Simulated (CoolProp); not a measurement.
Values from CoolProp's reference Helmholtz-energy equation of state, Outcalt 1996. It is a modified Benedict-Webb-Rubin equation, recast in Helmholtz form.

Question: For R152A, give the phase and the density (kg/m³) at 226.85 °C and 5.65 MPa.

Answer: 
- 226.85 °C and 5.65 MPa: supercritical; density 110
